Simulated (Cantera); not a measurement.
**Thermodynamics of calcination and drying, feed MgCO3 + C + H2**

A closed system holds: 1 mol MgCO3, 1.6 mol C, 1.4 mol H2, equilibrated at 10.0 mbar.

Cantera equilibrium calculation (NASA polynomials, part measured and part estimated; ideal gas, pure solids and liquids). Candidate condensed phases: C, C6H6, C7H8, C8H18, H2O, Mg, MgCO3, MgO, Mg(OH)2; 116 gas species. Equilibrium is a limit: real reactors are often held back by kinetics, nucleation or transport.

From 625 K to 1175 K the condensed part is C(graphite) + MgO(s).

```tsv
T (K)	x CO	x H2	x CO2	x H2O	x CH4	n C(graphite)	n MgO(s)
625	0.0152	0.297	0.332	0.313	0.0426	1.81	1.00
675	0.0521	0.391	0.329	0.206	0.0223	1.72	1.00
725	0.141	0.443	0.286	0.120	0.0101	1.55	1.00
775	0.292	0.450	0.194	0.0593	0.00415	1.27	1.00
825	0.450	0.432	0.0913	0.0246	0.00169	0.947	1.00
875	0.541	0.418	0.0314	0.00921	0.000763	0.730	1.00
925	0.573	0.413	0.00987	0.00352	0.000387	0.644	1.00
975	0.583	0.412	0.00327	0.00144	0.000213	0.615	1.00
1025	0.586	0.412	0.00118	0.000640	0.000125	0.606	1.00
1075	0.587	0.412	0.000469	0.000306	7.64e-5	0.602	1.00
1125	0.588	0.412	0.000202	0.000156	4.89e-5	0.601	1.00
1175	0.588	0.412	9.37e-5	8.39e-5	3.25e-5	0.600	1.00
```
x: gas mole fraction; n: condensed amount in mol.
